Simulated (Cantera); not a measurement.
A perfectly stirred reactor is fed with C₂H₆ : H₂ = 1 : 1.7 (molar parts), at 0.133 bar; it is held at 1523 K, and followed from long to short residence time.

Model: GRI-Mech 3.0 (53 species, 325 reactions), integrated in Cantera. GRI-Mech 3.0 stops at C3 and has no aromatics, soot or wall deposition, so with more carbon than oxygen in the feed, carbon stays in small species such as C2H2 where larger ones or solid carbon would form.

```tsv
quantity	before	after
x(C₂H₆) at τ = 0.860 s	0.000226	0.230
x(H₂) at τ = 0.860 s	0.729	0.662
x(CH₄) at τ = 0.860 s	0.0799	0.00889
x(C₂H) at τ = 0.860 s	6.00e-8	<1e-12
x(C₂H₂) at τ = 0.860 s	0.185	0.000296
x(C₂H₆) at τ = 79.0 ms	0.00146	0.352
x(H₂) at τ = 79.0 ms	0.706	0.634
x(CH₄) at τ = 79.0 ms	0.107	0.000874
x(C₂H) at τ = 79.0 ms	1.01e-7	<1e-12
x(C₂H₂) at τ = 79.0 ms	0.169	3.71e-6
```

Problem. What was changed between the two runs?
(A) temperature 1523 to 2023 K
(B) temperature 1523 to 1023 K
(C) C2H6 1 to 0.33 parts
(D) temperature 1523 to 1650 K

Solution. B, temperature 1523 to 1023 K
